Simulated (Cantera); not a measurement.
A perfectly stirred reactor is fed with 0.376 % CH₃OH, 3.28 % O₂, 96.3 % N₂, at 825 Torr; it is held at 1598 K, and followed from long to short residence time.

Cantera simulation using GRI-Mech 3.0 (53 species, 325 reactions); the numbers are that mechanism's predictions, not measurements. GRI-Mech 3.0 was tuned for natural gas; its chemistry of methanol as a main component is partial and can be far from experiment.

x: mole fraction; the columns are a selection and need not sum to one.

| τ (s) | x CH₃OH | x O₂ | x HCO | x C₂H₄ | x CH₃ | x CH₂O |
|---|---|---|---|---|---|---|
| 20 | 3.44e-8 | 0.0271 | 2.45e-11 | <1e-12 | 2.31e-10 | (withheld) |
| 8.0 | 6.89e-8 | 0.0271 | 6.14e-11 | <1e-12 | 3.69e-10 | (withheld) |
| 3.2 | 1.32e-7 | 0.0271 | 1.54e-10 | <1e-12 | 5.38e-10 | (withheld) |
| 1.3 | 2.41e-7 | 0.0270 | 3.79e-10 | <1e-12 | 7.45e-10 | (withheld) |
| 0.51 | 4.41e-7 | 0.0270 | 9.67e-10 | <1e-12 | 1.04e-9 | (withheld) |
| 0.20 | 7.88e-7 | 0.0270 | 2.46e-9 | <1e-12 | 1.56e-9 | (withheld) |
| 0.082 | 1.34e-6 | 0.0270 | 5.98e-9 | <1e-12 | 2.58e-9 | (withheld) |
| 0.033 | 2.27e-6 | 0.0270 | 1.48e-8 | <1e-12 | 5.02e-9 | (withheld) |
| 0.013 | 3.84e-6 | 0.0271 | 3.70e-8 | <1e-12 | 1.12e-8 | (withheld) |
| 0.0052 | 6.53e-6 | 0.0271 | 9.07e-8 | <1e-12 | 2.68e-8 | (withheld) |

Question: Fill in the missing entries.

Answer: 
- 20, x CH₂O: 2.28e-8
- 8.0, x CH₂O: 4.62e-8
- 3.2, x CH₂O: 9.01e-8
- 1.3, x CH₂O: 1.69e-7
- 0.51, x CH₂O: 3.19e-7
- 0.20, x CH₂O: 5.92e-7
- 0.082, x CH₂O: 1.05e-6
- 0.033, x CH₂O: 1.85e-6
- 0.013, x CH₂O: 3.27e-6
- 0.0052, x CH₂O: 5.73e-6
